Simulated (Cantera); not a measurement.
A perfectly stirred reactor is fed with 41.9 % C2H6, 58.1 % H2, at 750 Torr; it is held at 1875 K, and followed from long to short residence time.

Detailed kinetics in Cantera: GRI-Mech 3.0 (53 species, 325 reactions). GRI-Mech 3.0 stops at C3 and has no aromatics, soot or wall deposition, so with more carbon than oxygen in the feed, carbon stays in small species such as C2H2 where larger ones or solid carbon would form.

x: mole fraction; the columns are a selection and need not sum to one.

| τ (s) | x C2H6 | x H2 | x H | x C2H4 | x C2H2 | x CH2 | x CH3 |
|---|---|---|---|---|---|---|---|
| 3.9 | 2.21e-6 | 0.762 | 0.000578 | 0.00240 | 0.223 | 1.60e-7 | 0.000178 |
| 1.2 | … | 0.761 | 0.000580 | 0.00240 | 0.222 | … | … |
| 0.39 | 7.41e-6 | 0.757 | 0.000585 | 0.00240 | 0.221 | 2.52e-7 | 0.000287 |
| 0.13 | 1.87e-5 | 0.751 | 0.000596 | 0.00243 | 0.218 | 3.79e-7 | 0.000436 |
| 0.040 | 5.53e-5 | 0.739 | 0.000619 | 0.00258 | 0.214 | 6.30e-7 | 0.000727 |
| 0.013 | 0.000158 | 0.722 | 0.000663 | 0.00309 | 0.207 | 1.06e-6 | 0.00120 |
| 0.0040 | 0.000461 | 0.701 | 0.000750 | 0.00464 | 0.198 | 1.87e-6 | 0.00201 |
| 0.0013 | 0.00124 | 0.678 | 0.000890 | 0.00828 | 0.186 | 3.29e-6 | 0.00325 |
| 0.00041 | … | 0.651 | … | … | … | … | … |

Problem. Fill in the missing entries.

Solution. 
- 1.2, x C2H6: 3.52e-6
- 1.2, x CH2: 1.88e-7
- 1.2, x CH3: 0.000211
- 0.00041, x C2H6: 0.00335
- 0.00041, x H: 0.00109
- 0.00041, x C2H4: 0.0166
- 0.00041, x C2H2: 0.169
- 0.00041, x CH2: 5.89e-6
- 0.00041, x CH3: 0.00530
